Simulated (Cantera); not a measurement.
# Fluorocarbon and chlorocarbon gases: C2F6 + H2

Input: 1 mol C2F6, 7.3 mol H2, equilibrated at 0.0133 bar.

Cantera equilibrium calculation (NASA polynomials, part measured and part estimated; ideal gas, pure solids and liquids). Candidate condensed phases: C, C6H6, C7H8, C8H18; 110 gas species. Ions and electrons are included (thermal ionisation). The feed counts by its element totals alone. The numbers say what is thermodynamically allowed, not how fast it happens.

| T (K) | x H | x HF | x H2 | x F | x C | x C3 | n C(graphite) |
|---|---|---|---|---|---|---|---|
| 2000 | 0.00903 | 0.580 | 0.411 | 5.24e-6 | 2.28e-9 | 2.08e-9 | 1.99 |
| 2500 | 0.124 | 0.546 | 0.326 | 0.000435 | 1.25e-5 | 3.73e-5 | 1.92 |
| 3000 | 0.426 | 0.423 | 0.0971 | 0.0115 | 0.00380 | 0.0234 | 0.561 |
| 3500 | 0.584 | 0.206 | 0.0131 | 0.124 | 0.0417 | 0.0144 | 0 |
| 4000 | 0.635 | 0.0331 | 0.00212 | 0.241 | 0.0836 | 0.000363 | 0 |
| 4500 | 0.644 | 0.00491 | 0.000463 | 0.262 | 0.0879 | 4.73e-6 | 0 |
| 5000 | 0.645 | 0.000993 | 0.000134 | 0.265 | 0.0882 | 1.32e-7 | 0 |
x: gas mole fraction; n: condensed amount in mol.

From 2000 K to 3000 K the condensed part is C(graphite). From 3500 K to 5000 K nothing is condensed. The main C-bearing gas is C2H2 (acetylene) at 2000 K and C at 5000 K.
